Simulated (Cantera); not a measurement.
Charge: 1 mol CH3SiH3, 0.043 mol C2H4, 63 mol H2, equilibrated at 1275 K.

Cantera equilibrium calculation (NASA polynomials, part measured and part estimated; ideal gas, pure solids and liquids). Candidate condensed phases: C, C6H6, C7H8, C8H18, Si, SiC; 87 gas species. The feed counts by its element totals alone. Kinetics and transport are ignored.

x: gas mole fraction; n: condensed amount in mol.

```json
[
 {"P (Pa)": "100", "x H2": "1.000", "x CH4": "9.27e-6", "x H": "2.33e-5", "x C2H2 (acetylene)": "3.84e-7", "x C2H4": "1.55e-9", "x CH3": "?", "n C(graphite)": "0.0853", "n SiC(s)": "1.00"},
 {"P (Pa)": "220", "x H2": "1.000", "x CH4": "2.04e-5", "x H": "1.57e-5", "x C2H2 (acetylene)": "3.84e-7", "x C2H4": "3.41e-9", "x CH3": "?", "n C(graphite)": "0.0846", "n SiC(s)": "1.00"},
 {"P (Pa)": "460", "x H2": "1.000", "x CH4": "4.26e-5", "x H": "1.09e-5", "x C2H2 (acetylene)": "3.84e-7", "x C2H4": "7.13e-9", "x CH3": "?", "n C(graphite)": "0.0831", "n SiC(s)": "1.00"},
 {"P (Pa)": "1000", "x H2": "1.000", "x CH4": "9.27e-5", "x H": "7.37e-6", "x C2H2 (acetylene)": "3.84e-7", "x C2H4": "1.55e-8", "x CH3": "?", "n C(graphite)": "0.0798", "n SiC(s)": "1.00"},
 {"P (Pa)": "2200", "x H2": "1.000", "x CH4": "0.000204", "x H": "4.97e-6", "x C2H2 (acetylene)": "3.84e-7", "x C2H4": "3.41e-8", "x CH3": "?", "n C(graphite)": "0.0725", "n SiC(s)": "1.00"},
 {"P (Pa)": "4600", "x H2": "1.000", "x CH4": "0.000426", "x H": "3.44e-6", "x C2H2 (acetylene)": "3.84e-7", "x C2H4": "7.13e-8", "x CH3": "?", "n C(graphite)": "0.0578", "n SiC(s)": "1.00"},
 {"P (Pa)": "10000", "x H2": "0.999", "x CH4": "0.000925", "x H": "2.33e-6", "x C2H2 (acetylene)": "3.84e-7", "x C2H4": "1.55e-7", "x CH3": "4.21e-8", "n C(graphite)": "0.0248", "n SiC(s)": "1.00"},
 {"P (Pa)": "22000", "x H2": "0.999", "x CH4": "0.00130", "x H": "1.57e-6", "x C2H2 (acetylene)": "1.57e-7", "x C2H4": "1.40e-7", "x CH3": "4.00e-8", "n C(graphite)": "0", "n SiC(s)": "1.00"},
 {"P (Pa)": "46000", "x H2": "0.999", "x CH4": "0.00130", "x H": "1.09e-6", "x C2H2 (acetylene)": "3.60e-8", "x C2H4": "6.68e-8", "x CH3": "?", "n C(graphite)": "0", "n SiC(s)": "1.00"},
 {"P (Pa)": "100000", "x H2": "0.999", "x CH4": "0.00130", "x H": "7.37e-7", "x C2H2 (acetylene)": "7.62e-9", "x C2H4": "3.07e-8", "x CH3": "?", "n C(graphite)": "0", "n SiC(s)": "1.000"}
]
```

Problem. Some entries are withheld; supply them.

Solution. 
- 100, x CH3: 4.22e-9
- 220, x CH3: 6.25e-9
- 460, x CH3: 9.04e-9
- 1000, x CH3: 1.33e-8
- 2200, x CH3: 1.98e-8
- 4600, x CH3: 2.86e-8
- 46000, x CH3: 2.77e-8
- 100000, x CH3: 1.88e-8
